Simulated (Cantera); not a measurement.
Cantera run:

```python
import numpy as np
import cantera as ct

gas_names = """
    Electron H H+ H- H2 H2+ H2- H2S N N+ N- NH NH+ NH2 NH3 NH4+ N2 N2+ N2- N2H2 N2H4 S S+ S- SH SN S2 S8
""".split()
cond_names = """
    S(cr1) S(cr2) S(L)
""".split()


# ... load() reads the species with a 1 bar reference pressure and builds the phases ...
atoms = {
    'H2S': {'H': 2, 'S': 1},
    'H2': {'H': 2},
    'N2': {'N': 2},
}
top_T = {}  # K; cautious upper limits of use, not melting points


# ... equilibrate(T, P, feed) seeds the gas with the atoms and calls Mixture.equilibrate('TP', solver="vcs", rtol=1e-11, max_steps=5000) ...
results = []
feed = {'H2S': 1, 'H2': 0.16, 'N2': 0.17}  # mol
P = 20000  # Pa
for T in [3000, 3500, 4000, 4500, 5000]:
    mix = equilibrate(T, P, feed)
    results.append((T, P, feed, dict(zip(mix.species_names, mix.species_moles))))

top = {s: max(r[3][s] / sum(r[3][g] for g in gas_names) for r in results) for s in gas_names}
cols = sorted((s for s in top if top[s] > 1e-06), key=lambda s: -top[s])[:8]
seen = [c for c in cond_names if any(r[3].get(c, 0) > 1e-12 for r in results)]
print("log10 of partial pressures in bar; condensed amounts in mol")
print(f"{'T/K':>10s}" + "".join(f"{s[:9]:>10s}" for s in cols + seen))
for T, P, feed, n in results:
    ng = sum(n[g] for g in gas_names)
    print(f"{T:10.4g}" + "".join(f"{np.log10(max(n[s] / ng * P / 1e5, 1e-99)):10.3f}" for s in cols)
          + "".join(f"{n.get(c, 0):10.4g}" for c in seen))
```

Result:

```
log10 of partial pressures in bar; condensed amounts in mol
       T/K         H        H2         S        S2        N2        SH         N       H2S
      3000    -1.368    -1.132    -1.449    -1.703    -1.825    -1.925    -5.769    -2.999
      3500    -1.011    -1.565    -1.259    -2.416    -1.940    -2.318    -4.625    -4.013
      4000    -0.904    -2.213    -1.244    -3.205    -1.999    -2.904    -3.750    -5.224
      4500    -0.884    -2.845    -1.244    -3.845    -2.028    -3.439    -3.060    -6.308
      5000    -0.882    -3.380    -1.246    -4.363    -2.087    -3.885    -2.523    -7.208
```

These are equilibrium values from Cantera (NASA tables, ideal gas, pure condensed phases), not measurements of a reactor.
